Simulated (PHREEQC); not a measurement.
HCl is added in steps, without added water, to 1 kg of water holding 0.0021 mol NiSO4, 0.00011 mol H3BO3 and 0.00092 mol NiCl2, at 25 °C. Oxygen is held at 0.21 atm. CO2 from the air is kept out. Only these solids could form: Ni(OH)2, Ni4(OH)6SO4, Morenosite.

Base run: PHREEQC, ion-association model, wateq4f.dat. Each further column changes one thing. The table gives HSO4- (mol/kgw).

```json
[
 {"HCl added (mol)": "0", "base": "6.62e-8", "all activity coefficients set to 1": "8.28e-8", "metal-ligand complexes left out": "8.25e-8", "Davies equation for every ion": "6.54e-8", "Debye-Hückel limiting law": "6.28e-8"},
 {"HCl added (mol)": "0.00135", "base": "0.000128", "all activity coefficients set to 1": "0.000154", "metal-ligand complexes left out": "0.000149", "Davies equation for every ion": "0.000126", "Debye-Hückel limiting law": "0.000121"},
 {"HCl added (mol)": "0.00315", "base": "0.000274", "all activity coefficients set to 1": "0.000330", "metal-ligand complexes left out": "0.000315", "Davies equation for every ion": "0.000269", "Debye-Hückel limiting law": "0.000258"},
 {"HCl added (mol)": "0.0045", "base": "0.000369", "all activity coefficients set to 1": "0.000443", "metal-ligand complexes left out": "0.000420", "Davies equation for every ion": "0.000362", "Debye-Hückel limiting law": "0.000346"},
 {"HCl added (mol)": "0.00585", "base": "0.000453", "all activity coefficients set to 1": "0.000543", "metal-ligand complexes left out": "0.000512", "Davies equation for every ion": "0.000445", "Debye-Hückel limiting law": "0.000424"},
 {"HCl added (mol)": "0.00765", "base": "0.000552", "all activity coefficients set to 1": "0.000659", "metal-ligand complexes left out": "0.000618", "Davies equation for every ion": "0.000542", "Debye-Hückel limiting law": "0.000515"},
 {"HCl added (mol)": "0.009", "base": "0.000618", "all activity coefficients set to 1": "0.000736", "metal-ligand complexes left out": "(withheld)", "Davies equation for every ion": "0.000606", "Debye-Hückel limiting law": "0.000576"},
 {"HCl added (mol)": "0.01035", "base": "0.000678", "all activity coefficients set to 1": "0.000806", "metal-ligand complexes left out": "(withheld)", "Davies equation for every ion": "0.000665", "Debye-Hückel limiting law": "0.000630"},
 {"HCl added (mol)": "0.01215", "base": "0.000750", "all activity coefficients set to 1": "0.000889", "metal-ligand complexes left out": "0.000822", "Davies equation for every ion": "0.000735", "Debye-Hückel limiting law": "0.000694"},
 {"HCl added (mol)": "0.0135", "base": "0.000798", "all activity coefficients set to 1": "0.000944", "metal-ligand complexes left out": "(withheld)", "Davies equation for every ion": "0.000782", "Debye-Hückel limiting law": "0.000738"},
 {"HCl added (mol)": "0.01485", "base": "0.000843", "all activity coefficients set to 1": "0.000995", "metal-ligand complexes left out": "0.000916", "Davies equation for every ion": "0.000826", "Debye-Hückel limiting law": "0.000777"},
 {"HCl added (mol)": "0.01665", "base": "0.000897", "all activity coefficients set to 1": "0.00106", "metal-ligand complexes left out": "(withheld)", "Davies equation for every ion": "0.000879", "Debye-Hückel limiting law": "0.000825"},
 {"HCl added (mol)": "0.018", "base": "0.000934", "all activity coefficients set to 1": "0.00110", "metal-ligand complexes left out": "0.00101", "Davies equation for every ion": "0.000915", "Debye-Hückel limiting law": "0.000858"}
]
```

**Question.** Some entries are withheld; supply them.

**Answer.** 
- 0.009, metal-ligand complexes left out: 0.000687
- 0.01035, metal-ligand complexes left out: 0.000749
- 0.0135, metal-ligand complexes left out: 0.000871
- 0.01665, metal-ligand complexes left out: 0.000969
